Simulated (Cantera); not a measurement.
A jet of 3.66 % CH4, 5.95 % O2, 90.4 % N2 at 300 K and 240 Torr hits a platinum plate 2.2 cm away at a mass flux of 0.046 kg/m²/s; the plate temperature is set and raised in steps from an oxygen-covered start.

Computed with Cantera and Deutschmann's 1995 Pt surface mechanism with GRI-Mech 3.0 gas chemistry. Catalytic surfaces can have several steady states; this one follows from the mechanism file's or the stated starting coverage.

One state of this run: wall x CH4 = 0.00232; wall x O2 = 0.00102; wall x H2O = 0.0629; wall x OH = <1e-8; wall x CO = 0.0275; wall x CO2 = 0.00989; θ free Pt = 0.584; θ H* = 0.000461; θ CO* = 0.407; θ C* = 0.00813. x: mole fraction at the wall; θ: surface coverage.

Which value of plate T (K) does it belong to?
(A) 1000
(B) 850
(C) 1050
(D) 950

D, 950
